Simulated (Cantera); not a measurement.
Input: 1 mol TEOS, 2.5 mol N₂O, equilibrated at 0.133 bar.

Equilibrium computed with Cantera from the NASA thermochemical tables; the gas is ideal and each condensed phase is pure. Candidate condensed phases: C, C₆H₆, C₇H₈, C₈H₁₈, H₂O, Si, SiC, SiO₂, Si₂N₂O, Si₃N₄; 151 gas species. The feed counts by its element totals alone. The tables hold silica as quartz up to 1696 K and as liquid above; real silica turns to tridymite and cristobalite and melts near 1996 K. Equilibrium is a limit: real reactors are often held back by kinetics, nucleation or transport.

Over these rows the condensed part is C(graphite) + SiO₂(β-quartz). Partial pressures as log10 of bar:

```json
[
 {"T (K)": "950", "1000/T (1/K)": "1.0526", "log p H₂O": "-2.65", "log p H₂": "-1.11", "log p CO": "-1.51", "log p N₂": "-1.69"},
 {"T (K)": "1000", "1000/T (1/K)": "1.0000", "log p H₂O": "-2.99", "log p H₂": "-1.11", "log p CO": "-1.47", "log p N₂": "-1.70"},
 {"T (K)": "1050", "1000/T (1/K)": "0.9524", "log p H₂O": "-3.31", "log p H₂": "-1.11", "log p CO": "-1.46", "log p N₂": "-1.70"},
 {"T (K)": "1100", "1000/T (1/K)": "0.9091", "log p H₂O": "-3.61", "log p H₂": "-1.11", "log p CO": "-1.46", "log p N₂": "-1.71"},
 {"T (K)": "1150", "1000/T (1/K)": "0.8696", "log p H₂O": "?", "log p H₂": "-1.11", "log p CO": "-1.45", "log p N₂": "-1.71"},
 {"T (K)": "1200", "1000/T (1/K)": "0.8333", "log p H₂O": "-4.15", "log p H₂": "-1.11", "log p CO": "-1.45", "log p N₂": "-1.71"}
]
```

Question: Fit log p(H₂O) = a + b·(1000/T) to the five rows, give the apparent enthalpy, and predict the row at 1150 K.

Answer: Means: 1000/T = 0.9495, log p = -3.342. Sxy = 0.193931, Sxx = 0.0283229, so b = 6.85 and a = -3.342 − (6.85)×0.9495 = -9.85.
Apparent enthalpy: −19.145 × (6.85) = -131 kJ/mol. With the condensed phases at unit activity, H₂(g) + CO(g) = H₂O(g) + C(graphite) links this pressure to the main gases: over the six rows their terms move log p by +0.06 in all, so the slope is close to that reaction's ΔH°. The five rows lie within 0.02 of the line.
Prediction at 1150 K: -9.85 + (6.85)×0.8696 = -3.89. The computed value is -3.89, 0.00 from the line.
